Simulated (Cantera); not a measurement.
Feed: 1 mol SiC, 0.46 mol O2, 250 mol N2, at 1100 K and 2.10 Pa.

These are equilibrium values from Cantera (NASA tables, ideal gas, pure condensed phases), not measurements of a reactor. Candidate condensed phases: C, Si, SiC, SiO2, Si2N2O, Si3N4; 34 gas species. N2 is the only nitrogen source here; it is nearly inert below about 1500 K, so the nitride shown seldom forms there in practice. Equilibrium is a limit: real reactors are often held back by kinetics, nucleation or transport.

Base state: N2 0.998, CO 0.00168 (mole fractions); condensed: C(graphite) + Si2N2O(s).

Problem. What changes in the equilibrium state with this change: temperature from 1100 K to 1800 K?

Solution. 
```
species            before    after
----------------  -------  -------
N2                  0.998    0.993
Si                  <1e-9  0.00364
CO                0.00168  0.00363
SiC2                <1e-9  5.31e-5
Si2C                <1e-9  3.87e-5
C(graphite), mol    0.580  0.00435
Si2N2O(s), mol      0.500        0
SiC(s), mol             0   0.0424
```
